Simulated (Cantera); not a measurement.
A closed system holds: 1 mol CO, 2.7 mol H2, equilibrated at 2000 K and 13.3 mbar.

Equilibrium computed with Cantera from the NASA thermochemical tables; the gas is ideal and each condensed phase is pure. Candidate condensed phases: C, C6H6, C7H8, C8H18, H2O; 110 gas species. Equilibrium is a limit: real reactors are often held back by kinetics, nucleation or transport.

**Question.** What is the equilibrium state?

**Answer.** 
```
Item                                       Result
--------------------------------------  ---------
x(H2)                                       0.719
x(CO)                                       0.269
x(H)                                       0.0119
x(H2O)                                    4.61e-6
x(C2H2 (acetylene))                       2.37e-6
gas amount                              3.722 mol
log10 activity of C(graphite) (absent)      -1.18
```
